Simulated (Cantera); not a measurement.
Input: 1 mol Fe₂O₃, 0.055 mol H₂S, 2.4 mol CO₂, 0.11 mol SO₂, 1.5 mol H₂O, at 15.8 Torr.

These are equilibrium values from Cantera (NASA tables, ideal gas, pure condensed phases), not measurements of a reactor. Candidate condensed phases: C, C₆H₆, C₇H₈, C₈H₁₈, Fe, Fe(CO)₅, FeO, Fe(OH)₂, Fe(OH)₃, FeS, FeSO₄, FeS₂, Fe₂O₃, Fe₂(SO₄)₃, Fe₃O₄, H₂O, H₂SO₄, S; 127 gas species. Mutual solubility and eutectic melting of coexisting phases are not modelled. Rates play no part.

x: gas mole fraction; n: condensed amount in mol.

```csv
T (°C),x CO₂,x H₂O,x SO₂,x O₂,x CO,n Fe₂O₃(s),n Fe₃O₄(s)
552,0.583,0.377,0.0400,<1e-12,[?],0.505,0.330
702,0.583,0.377,0.0400,3.52e-10,[?],0.505,0.330
852,0.583,0.377,0.0400,8.97e-7,[?],0.505,0.330
1002,0.582,0.377,0.0400,0.000336,[?],0.497,0.335
1152,0.571,0.370,0.0392,0.0200,[?],0,0.667
1302,0.570,0.369,0.0392,0.0201,[?],0,0.667
1452,0.567,0.368,0.0391,0.0211,[?],0,0.667
```

Problem. Some entries are withheld; supply them.

Solution. 
- 552, x CO: 2.22e-6
- 702, x CO: 5.46e-6
- 852, x CO: 1.13e-5
- 1002, x CO: 2.01e-5
- 1152, x CO: 4.17e-5
- 1302, x CO: 0.000396
- 1452, x CO: 0.00246
